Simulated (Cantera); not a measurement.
## Stirred combustor or abatement burner

A perfectly stirred reactor is fed with 2.05 % CH₄, 0.986 % C₂H₆, 0.0678 % C₃H₈, 11.3 % O₂, 85.6 % N₂, at 44000 Pa; it is adiabatic with a 650 K inlet, and is followed from long to short residence time, starting on the burning branch (τ in s: 0.049, 0.021, 0.0093, 0.0041, 0.0018, 0.00077, 0.00034, 0.00015, 6.4e-05, 2.8e-05, 1.2e-05).

Cantera simulation using GRI-Mech 3.0 (53 species, 325 reactions); the numbers are that mechanism's predictions, not measurements.

```csv
τ (s),T (K),x CH₄,x C₂H₆,x C₃H₈,x NO,x OH,x H,x CO₂
0.049,1538,1.70e-5,2.07e-6,1.41e-7,4.97e-6,0.00111,0.000230,0.0407
0.021,1524,2.99e-5,3.57e-6,2.36e-7,5.25e-6,0.00134,0.000454,0.0397
0.0093,1504,5.37e-5,6.24e-6,4.00e-7,5.33e-6,0.00155,0.000813,0.0383
0.0041,1474,0.000104,1.17e-5,7.29e-7,4.76e-6,0.00168,0.00132,0.0360
0.0018,1429,0.000242,2.63e-5,1.60e-6,3.26e-6,0.00163,0.00177,0.0317
0.00077,650,0.0205,0.00986,0.000678,<1e-12,<1e-12,<1e-12,<1e-12
0.00034,650,0.0205,0.00986,0.000678,<1e-12,<1e-12,<1e-12,<1e-12
0.00015,650,0.0205,0.00986,0.000678,<1e-12,<1e-12,<1e-12,<1e-12
6.4e-5,650,0.0205,0.00986,0.000678,<1e-12,<1e-12,<1e-12,<1e-12
2.8e-5,650,0.0205,0.00986,0.000678,<1e-12,<1e-12,<1e-12,<1e-12
1.2e-5,650,0.0205,0.00986,0.000678,<1e-12,<1e-12,<1e-12,<1e-12
```
x: mole fraction; the columns are a selection and need not sum to one.
